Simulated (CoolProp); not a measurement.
The fluid at 293.15 K and 10.8 MPa (liquid) is heated at constant pressure to 358.4 K. The same conditions are run with several fluids, on thermodynamics alone (safety and materials aside).

The numbers come from the reference Helmholtz-energy equation of state of each fluid (propylene glycol: Eisenbach 2021; tetradecamethylhexasiloxane (MD4M): Thol 2019; R365MFC: Lemmon 2016; CH2F2 (R32): Tillner-Roth 1997; decamethylcyclopentasiloxane (D5): Thol 2019) in CoolProp.

### Question
Rank propylene glycol, tetradecamethylhexasiloxane (MD4M), R365MFC, CH2F2 (R32), decamethylcyclopentasiloxane (D5) by heat (kJ/kg), highest first.

### Answer
propylene glycol (172), CH2F2 (R32) (131), tetradecamethylhexasiloxane (MD4M) (115), decamethylcyclopentasiloxane (D5) (113), R365MFC (91.7)

```tsv
fluid	final phase	final density (kg/m³)
propylene glycol	liquid	992
tetradecamethylhexasiloxane (MD4M)	liquid	847
R365MFC	liquid	1160
CH2F2 (R32)	supercritical	731
decamethylcyclopentasiloxane (D5)	liquid	909
```
